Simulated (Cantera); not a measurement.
What does this Cantera script print?

```python
import numpy as np
import cantera as ct

gas = ct.Solution("gri30.yaml")
gas.TPX = 748, 100000, {'CO': 1, 'H2': 0.034, 'CH4': 0.55, 'O2': 1.24, 'N2': 4.68}
inlet = ct.Reservoir(gas, clone=True)
gas.equilibrate("HP")  # start burning
reactor = ct.IdealGasConstPressureReactor(gas, energy="on", clone=False)
exhaust = ct.Reservoir(gas, clone=True)
tau = [0.025, 0.0092, 0.0035, 0.0013, 0.00049, 0.00018, 6.9e-05, 2.6e-05, 9.7e-06, 3.6e-06][0]
for a, b in ((inlet, reactor), (reactor, exhaust)):
    ct.MassFlowController(a, b, mdot=lambda t: reactor.mass / tau)
net = ct.ReactorNet([reactor])
show = ['CO', 'H2', 'CH4', 'C2H6', 'HCN', 'H', 'OH']

rows = []
print(f"{'tau/s':>10s}{'T/K':>9s}" + "".join(f"{s:>11s}" for s in show))
for tau in [0.025, 0.0092, 0.0035, 0.0013, 0.00049, 0.00018, 6.9e-05, 2.6e-05, 9.7e-06, 3.6e-06]:
    net.initial_time = 0.0
    net.advance(30 * tau)
    before = gas.X
    net.advance(40 * tau)
    drift = np.max(np.abs(gas.X - before) / (gas.X + 1e-9))
    rows.append([gas.T, *gas[show].X, drift])
    print(f"{tau:10.3e}{gas.T:9.1f}" + "".join(f"{x:11.3e}" for x in gas[show].X))
```

It prints:

```
     tau/s      T/K         CO         H2        CH4       C2H6        HCN          H         OH
 2.500e-02   2433.6  9.216e-02  1.721e-02  4.388e-06  2.012e-12  8.813e-07  3.682e-03  5.360e-03
 9.200e-03   2402.7  9.372e-02  1.776e-02  9.178e-06  8.237e-12  1.224e-06  4.774e-03  6.383e-03
 3.500e-03   2351.5  9.624e-02  1.871e-02  1.800e-05  2.882e-11  1.314e-06  6.647e-03  7.713e-03
 1.300e-03   2275.3  9.972e-02  2.011e-02  3.669e-05  1.074e-10  1.211e-06  9.677e-03  9.097e-03
 4.900e-04   2182.2  1.036e-01  2.166e-02  7.934e-05  4.583e-10  1.135e-06  1.374e-02  1.006e-02
 1.800e-04   2079.1  1.083e-01  2.298e-02  1.948e-04  2.619e-09  1.240e-06  1.819e-02  1.033e-02
 6.900e-05   1978.8  1.163e-01  2.357e-02  5.373e-04  2.071e-08  1.688e-06  2.042e-02  9.677e-03
 2.600e-05   1806.8  1.434e-01  2.466e-02  3.140e-03  1.422e-06  3.618e-06  1.213e-02  5.553e-03
 9.700e-06    748.0  1.333e-01  4.531e-03  7.329e-02 -6.551e-17 -1.247e-19  3.671e-15  3.943e-15
 3.600e-06    748.0  1.333e-01  4.531e-03  7.329e-02  1.705e-22  3.243e-25  1.210e-15  1.724e-15
```

Model: GRI-Mech 3.0 (53 species, 325 reactions), integrated in Cantera.
